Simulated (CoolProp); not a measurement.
Properties of acetone along the isobar 101 kPa (Tc = 508.1 K, pc = 4692 kPa, ω = 0.307).

Values from CoolProp's reference Helmholtz-energy equation of state, Lemmon 2006. It is a short technical equation, of lower accuracy than the large ones.

```
T (K)   phase  density (kg/m³)  cp (kJ/(kg K))  cv (kJ/(kg K))  speed of sound (m/s)  fugacity coefficient
-----  ------  ---------------  --------------  --------------  --------------------  --------------------
222.9  liquid            865.7           2.018           1.458                  1526              0.003121
236.2  liquid            851.7           2.031           1.469                  1459              0.009008
249.4  liquid            837.6           2.048           1.483                  1394               0.02263
262.7  liquid            823.4           2.069           1.498                  1330               0.05128
275.9  liquid            809.2           2.094           1.516                  1268                0.1052
289.2  liquid            794.6           2.122           1.535                  1206                0.2004
302.4  liquid            779.9           2.154           1.557                  1145                0.3550
315.6  liquid            764.9           2.189           1.580                  1084                0.5928
342.1     gas            2.154           1.556           1.361                 226.3                0.9592
```
